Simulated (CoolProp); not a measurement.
Model: reference Helmholtz-energy equation of state, Akasaka 2020, in CoolProp.

Give the vapour pressure (kPa), liquid density (kg/m³), enthalpy of vaporisation (kJ/kg), liquid cp (kJ/(kg K)) of saturated R1123 at 212.5, 217.7, 254.5 K.


```csv
T (K),p (kPa),liquid density (kg/m³),enthalpy of vaporisation (kJ/kg),liquid cp (kJ/(kg K))
212.5,104,1340,225,1.28
217.7,135,1330,221,1.29
254.5,602,1200,191,1.39
```
